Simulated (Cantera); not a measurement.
Input (Python, Cantera) and output of one run.

```python
import numpy as np
import cantera as ct

gas_names = """
    B BF BF2 BF3 BN B2 F F2 N NF NF2 NF3 N2
""".split()
cond_names = """
    B(b) B(L) BN(s)
""".split()


# ... load() reads the species with a 1 bar reference pressure and builds the phases ...
atoms = {
    'BF3': {'B': 1, 'F': 3},
    'N2': {'N': 2},
}
top_T = {'BN(s)': 3200}  # K; cautious upper limits of use, not melting points


# ... equilibrate(T, P, feed) seeds the gas with the atoms and calls Mixture.equilibrate('TP', solver="vcs", rtol=1e-11, max_steps=5000) ...
results = []
feed = {'BF3': 1, 'N2': 28}  # mol
P = 133.322  # Pa
for T in [925, 1025, 1125, 1225, 1325, 1425, 1525, 1625, 1725, 1825, 1925, 2025, 2125]:
    mix = equilibrate(T, P, feed)
    results.append((T, P, feed, dict(zip(mix.species_names, mix.species_moles))))

top = {s: max(r[3][s] / sum(r[3][g] for g in gas_names) for r in results) for s in gas_names}
cols = sorted((s for s in top if top[s] > 1e-05), key=lambda s: -top[s])[:9]
seen = [c for c in cond_names if any(r[3].get(c, 0) > 1e-12 for r in results)]
print("log10 of partial pressures in bar; condensed amounts in mol")
print(f"{'T/K':>10s}" + "".join(f"{s[:9]:>10s}" for s in cols + seen))
for T, P, feed, n in results:
    ng = sum(n[g] for g in gas_names)
    print(f"{T:10.4g}" + "".join(f"{np.log10(max(n[s] / ng * P / 1e5, 1e-99)):10.3f}" for s in cols)
          + "".join(f"{n.get(c, 0):10.4g}" for c in seen))
```

Result:

```
log10 of partial pressures in bar; condensed amounts in mol
       T/K        N2       BF3         F       BF2        BF
       925    -2.890    -4.337   -15.764   -15.764   -25.218
      1025    -2.890    -4.337   -14.033   -14.033   -22.149
      1125    -2.890    -4.337   -12.610   -12.610   -19.625
      1225    -2.890    -4.337   -11.420   -11.420   -17.513
      1325    -2.890    -4.337   -10.409   -10.409   -15.719
      1425    -2.890    -4.337    -9.540    -9.540   -14.176
      1525    -2.890    -4.338    -8.786    -8.786   -12.835
      1625    -2.890    -4.338    -8.124    -8.125   -11.659
      1725    -2.890    -4.338    -7.540    -7.540   -10.620
      1825    -2.890    -4.338    -7.019    -7.021    -9.695
      1925    -2.890    -4.340    -6.553    -6.557    -8.867
      2025    -2.891    -4.345    -6.133    -6.142    -8.124
      2125    -2.891    -4.355    -5.754    -5.771    -7.454
```

Cantera equilibrium calculation (NASA polynomials, part measured and part estimated; ideal gas, pure solids and liquids). The tables' values for BF2 are old estimates; treat these amounts as uncertain.
